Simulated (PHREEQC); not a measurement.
Acid rinse or clean: speciation

Solution (20 °C): 0.0026 mol HBr, 0.00055 mol CuSO4 and 0.00027 mol MnSO4 per kg of water. Closed to the air; pH follows from the charge balance.

Model: ion-association model, phreeqc.dat, run in PHREEQC.

No solid was allowed to form.

Q: Estimate the pH.

A: pH 2.63.

Q: In which forms is S present?

A: SO4-2 81 %, HSO4- 13 %, CuSO4 4.4 %, MnSO4 1.8 % of the S.

Complexes and solids missing from the database can't appear.
